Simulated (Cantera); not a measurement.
Input (Python, Cantera) and output of one run.

```python
import numpy as np
import cantera as ct

gas_names = """
    Fe FeO Fe(OH)2 H HNO HNO2 HNO3 HO2 H2 H2O H2O2 H2S H2SO4 N NH NH2 NH3 NH2OH NO NO2 NO3 N2 N2H2 N2H4
    N2O O OH O2 O3 S SH SN SO SO2 SO3 S2 S2O S8
""".split()
cond_names = """
    Fe(a) Fe(c) Fe(d) Fe(L) FeO(s) FeO(L) Fe(OH)2(s) Fe(OH)3(s) FeS(a) FeS(b) FeS(c) FeS(L) FeSO4(s)
    FeS2(s) Fe2O3(s) Fe2S3O12(s) Fe3O4(s) H2O(s) H2O(L) H2SO4(L) S(cr1) S(cr2) S(L)
""".split()


def load(file, names, dense=False):
    # The tables refer to 1 bar. Condensed volumes are neglected.
    table = {s.name: s for s in ct.Species.list_from_file(file)}
    out = []
    for n in names:
        d = dict(table[n].input_data)
        d["thermo"] = dict(d["thermo"], **{"reference-pressure": 1e5})
        if dense:
            d["equation-of-state"] = {"model": "constant-volume", "density": "1e6 g/cm^3"}
        out.append(ct.Species.from_dict(d))
    return out


gas = ct.Solution(thermo="ideal-gas", species=load("nasa_gas.yaml", gas_names))
cond = {s.name: ct.Solution(thermo="fixed-stoichiometry", species=[s], name=s.name)
        for s in load("nasa_condensed.yaml", cond_names, dense=True)}
atoms = {
    'Fe2O3': {'Fe': 2, 'O': 3},
    'H2S': {'H': 2, 'S': 1},
    'N2': {'N': 2},
}
top_T = {'FeSO4(s)': 950, 'FeS2(s)': 1010, 'Fe2O3(s)': 1830, 'Fe2S3O12(s)': 1100, 'Fe3O4(s)': 1870}  # K; cautious upper limits of use, not melting points


def equilibrate(T, P, feed):
    n = {}
    for name, mol in feed.items():
        for a, k in atoms[name].items():
            n[a] = n.get(a, 0.0) + k * mol
    gas.TPX = T, P, n
    mass = sum(n.values()) * gas.mean_molecular_weight
    gas.equilibrate("TP")
    valid = [c for c in cond.values() if c.min_temp <= T <= top_T.get(c.name, c.max_temp)]
    mix = ct.Mixture([(gas, mass / gas.mean_molecular_weight)] + [(c, 0.0) for c in valid])
    mix.T, mix.P = T, P
    mix.equilibrate("TP", solver="vcs", rtol=1e-11, max_steps=5000)
    return mix


results = []
T = 1350  # K
P = 7600  # Pa
for m in [0.24, 0.49, 0.74, 0.99, 1.2, 1.5, 1.7]:
    feed = {'Fe2O3': 1, 'H2S': m, 'N2': 6.7}  # mol
    mix = equilibrate(T, P, feed)
    results.append((T, P, feed, dict(zip(mix.species_names, mix.species_moles))))

top = {s: max(r[3][s] / sum(r[3][g] for g in gas_names) for r in results) for s in gas_names}
cols = sorted((s for s in top if top[s] > 0.0001), key=lambda s: -top[s])[:9]
seen = [c for c in cond_names if any(r[3].get(c, 0) > 1e-12 for r in results)]
print("log10 of partial pressures in bar; condensed amounts in mol")
print(f"{'n(H2S)':>10s}" + "".join(f"{s[:9]:>10s}" for s in cols + seen))
for T, P, feed, n in results:
    ng = sum(n[g] for g in gas_names)
    print(f"{feed['H2S']:10.4g}" + "".join(f"{np.log10(max(n[s] / ng * P / 1e5, 1e-99)):10.3f}" for s in cols)
          + "".join(f"{n.get(c, 0):10.4g}" for c in seen))
```

It prints:

```
log10 of partial pressures in bar; condensed amounts in mol
    n(H2S)        N2       H2O       SO2        H2        S2       H2S        SO       S2O        SH    FeO(s)    FeS(c)  Fe3O4(s)
      0.24    -1.149    -2.607    -2.600    -4.180    -5.083    -5.811    -5.106    -6.398    -6.709     1.128         0    0.2907
      0.49    -1.172    -2.352    -2.557    -3.427    -3.003    -4.018    -4.564    -4.817    -5.293         2         0         0
      0.74    -1.187    -2.192    -2.584    -3.235    -2.929    -3.788    -4.560    -4.775    -5.160     1.795    0.2047         0
      0.99    -1.201    -2.080    -2.590    -3.120    -2.933    -3.676    -4.564    -4.781    -5.105     1.562    0.4383         0
       1.2    -1.213    -2.008    -2.595    -3.047    -2.936    -3.604    -4.567    -4.786    -5.070     1.366    0.6344         0
       1.5    -1.229    -1.927    -2.602    -2.964    -2.941    -3.523    -4.571    -4.793    -5.030     1.085    0.9146         0
       1.7    -1.239    -1.883    -2.606    -2.918    -2.944    -3.479    -4.574    -4.797    -5.009    0.8987     1.101         0
```

Cantera equilibrium calculation (NASA polynomials, part measured and part estimated; ideal gas, pure solids and liquids). Metal and sulfide melt together well below either melting point, which pure phases cannot show. Mutual solubility and eutectic melting of coexisting phases are not modelled. The tables' stoichiometric FeO is somewhat more stable than real wüstite, so its field is too wide. FeO, FeS: taken at fixed stoichiometry.
